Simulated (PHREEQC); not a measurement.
A column of 0.2 m (40 cells, dispersivity 0.016 m, 3600 s a shift, diffusion coefficient 3e-10 m²/s) holds 0.0022 eq of the database's cation exchanger X per kg of pore water, first in equilibrium with 0.35 mmol/kgw NH4Cl and 0.01 mmol/kgw HCl. It is flushed with 0.0014 mol Na2SO4 and 1e-05 mol HCl per kg of water, at 25 °C. Values are for the last cell. CO2 from the air is kept out. Nothing may precipitate in this run.

Equilibrium calculation in PHREEQC: ion-association model, phreeqc.dat.

```csv
pore volumes,Na in solution (mol/kgw),S in solution (mol/kgw),Cl in solution (mol/kgw),NH4 in solution (mol/kgw)
0,0,0,0.000360,0.000350
0.2625,5.03e-13,2.69e-7,0.000360,0.000350
0.6375,3.18e-5,0.000228,0.000303,0.000717
0.8875,0.000360,0.000634,0.000201,0.00110
1.262,0.00116,0.00110,8.47e-5,0.00112
1.512,0.00158,0.00126,4.59e-5,0.000966
1.887,0.00199,0.00136,2.10e-5,0.000734
2.138,0.00216,0.00138,1.49e-5,0.000607
2.513,0.00233,0.00139,1.14e-5,0.000461
2.763,0.00241,0.00140,1.06e-5,0.000385
3.138,0.00250,0.00140,1.02e-5,0.000298
3.388,0.00255,0.00140,1.01e-5,0.000251
3.763,0.00260,0.00140,1.00e-5,0.000196
4.013,0.00263,0.00140,1.00e-5,0.000166
```

Complexes and solids missing from the database can't appear.
